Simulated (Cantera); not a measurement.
**Thermodynamics of carbothermic reduction, feed Cu2O + CH4 + N2**

Input: 1 mol Cu2O, 1.8 mol CH4, 0.88 mol N2, equilibrated at 1275 °C and 0.000570 bar.

Method: chemical equilibrium by Gibbs-energy minimisation in Cantera with the NASA 1993 tables (ideal gas, pure condensed phases). Candidate condensed phases: C, C6H6, C7H8, C8H18, Cu, CuO, Cu(OH)2, Cu2O, H2O; 139 gas species. Equilibrium is a limit: real reactors are often held back by kinetics, nucleation or transport.

| Item | Value |
|---|---|
| x(H2) | 0.635 |
| x(CO) | 0.177 |
| x(N2) | 0.155 |
| x(Cu) | 0.0316 |
| x(H) | 0.00103 |
| x(HCN) | 0.000461 |
| x(Cu2) | 1.67e-5 |
| x(C2H2 (acetylene)) | 9.97e-6 |
| x(HNC) | 9.04e-6 |
| n(C(graphite)) | 0.797 mol |
| n(Cu(l)) | 1.82 mol |
| gas amount | 5.662 mol |
